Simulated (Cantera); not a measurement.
Feed: 1 mol Si, 4.5 mol HBr, 0.88 mol N₂, at 775 K and 0.00490 bar.

These are equilibrium values from Cantera (NASA tables, ideal gas, pure condensed phases), not measurements of a reactor. Candidate condensed phases: Br₂, Si, Si₃N₄; 28 gas species. N₂ is the only nitrogen source here; it is nearly inert below about 1500 K, so the nitride shown seldom forms there in practice. Equilibrium is a limit: real reactors are often held back by kinetics, nucleation or transport.

Base state: HBr 0.606, H₂ 0.189, N₂ 0.110, SiBr₄ 0.0947, SiHBr₃ 1.05e-5 (mole fractions); condensed: Si₃N₄(s).

Question: What changes in the equilibrium state with this change: N₂ from 0.88 to 0.15 mol?

Answer: 
```csv
species,before,after
H₂,0.189,0.417
HBr,0.606,0.375
SiBr₄,0.0947,0.208
N₂,0.110,0.000178
SiHBr₃,1.05e-5,8.17e-5
"Si₃N₄(s), mol",0.189,0.0747
```
